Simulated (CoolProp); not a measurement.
Vapour-liquid equilibrium of benzene (1) + toluene (2) at 12.8 bar; x and y are mole fractions of (1).

Computed with CoolProp (multi-fluid Helmholtz-energy mixture model, Thol 2012 and Lemmon 2006; pair parameters Bell 2016).

Problem. Give the bubble temperature and the first vapour's composition at x = 0.5, 0.575, 0.875. Is there an azeotrope?

Solution. x = 0.5: 210.6 °C, y = 0.616; x = 0.575: 207.7 °C, y = 0.686; x = 0.875: 197.0 °C, y = 0.921. No azeotrope shows between x = 0.05 and 0.95.

The pair parameters rest on a limited set of measurements; away from them the model extrapolates.
